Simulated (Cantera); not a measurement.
Feed: 1 mol Si, 0.86 mol H₂O, 3.9 mol H₂, held at 0.0580 bar.

Equilibrium computed with Cantera from the NASA thermochemical tables; the gas is ideal and each condensed phase is pure. Candidate condensed phases: H₂O, Si, SiO₂; 18 gas species. Mutual solubility and eutectic melting of coexisting phases are not modelled. The tables hold silica as quartz up to 1696 K and as liquid above; real silica turns to tridymite and cristobalite and melts near 1996 K. Gases not in the tables: Si₂H₆ and higher silanes. Kinetics and transport are ignored.

**Question.** Which condensed phases are stable at each of these points (T (°C)): 775, 825, 875, 925, 975, 1025, 1075, 1125, 1175, 1225, 1275, 1325, 1375, 1425?

**Answer.** 
| T (°C) | condensed phases | Si condensed (%) |
|---|---|---|
| 775 | Si(s) + SiO₂(β-quartz) | 100.0 |
| 825 | Si(s) + SiO₂(β-quartz) | 100.0 |
| 875 | Si(s) + SiO₂(β-quartz) | 100.0 |
| 925 | Si(s) + SiO₂(β-quartz) | 100.0 |
| 975 | Si(s) + SiO₂(β-quartz) | 100.0 |
| 1025 | Si(s) + SiO₂(β-quartz) | 99.9 |
| 1075 | Si(s) + SiO₂(β-quartz) | 99.8 |
| 1125 | Si(s) + SiO₂(β-quartz) | 99.4 |
| 1175 | Si(s) + SiO₂(β-quartz) | 98.4 |
| 1225 | Si(s) + SiO₂(β-quartz) | 95.9 |
| 1275 | Si(s) + SiO₂(β-quartz) | 89.9 |
| 1325 | Si(s) + SiO₂(β-quartz) | 76.2 |
| 1375 | Si(s) + SiO₂(β-quartz) | 45.3 |
| 1425 | Si(l) | 14.0 |

From 775 °C to 1375 °C the condensed part is Si(s) + SiO₂(β-quartz). At 1425 °C the condensed part is Si(l).
